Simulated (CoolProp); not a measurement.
Hexamethyldisiloxane (MM) along the isotherm 620 K: density (kg/m³) from the reference equation and from simpler models built on Tc = 518.7 K, pc = 1.931 MPa, ω = 0.418; each cubic takes its own stable root.

The numbers come from the reference Helmholtz-energy equation of state, Thol 2016 in CoolProp.

| p (MPa) | phase | reference | ideal gas | van der Waals | Redlich-Kwong | Peng-Robinson |
|---|---|---|---|---|---|---|
| 0.121 | gas | 3.856 | 3.811 | 3.858 | 3.860 | 3.860 |
| 0.241 | gas | 7.773 | 7.591 | 7.780 | 7.789 | 7.785 |
| 0.362 | gas | 11.82 | 11.40 | 11.84 | 11.86 | 11.85 |
| 0.483 | gas | 15.97 | 15.21 | 16.00 | 16.04 | 16.01 |
| 0.603 | gas | 20.18 | 18.99 | 20.25 | 20.30 | 20.26 |
| 0.724 | gas | 24.55 | 22.81 | 24.67 | 24.73 | 24.65 |
| 0.845 | gas | 29.03 | 26.62 | 29.22 | 29.29 | 29.16 |
| 0.966 | gas | 33.62 | 30.43 | 33.91 | 33.99 | 33.80 |
